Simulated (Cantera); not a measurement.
An isothermal, constant-pressure homogeneous reactor starts with 0.108 % H₂, 41.6 % O₂, 58.3 % N₂, at 1225 K and 0.00390 bar.

Model: the H2/O2 subset of GRI-Mech 3.0, which has no nitrogen chemistry, integrated in Cantera. Radical loss at walls, strong at low pressure, is not modelled.

Question: Predict: x(H₂) at 1.00 s; x(O₂) at 1.00 s; x(HO₂) at 1.00 s; x(H₂O) at 1.00 s.

Answer: 
```
Item                                                Result
----------------  ----------------------------------------
x(H₂) at 1.00 s   1.21e-6 (gas-phase equilibrium 5.72e-10)
x(O₂) at 1.00 s        0.415 (gas-phase equilibrium 0.416)
x(HO₂) at 1.00 s  3.08e-8 (gas-phase equilibrium 7.64e-10)
x(H₂O) at 1.00 s   0.00103 (gas-phase equilibrium 0.00108)
```
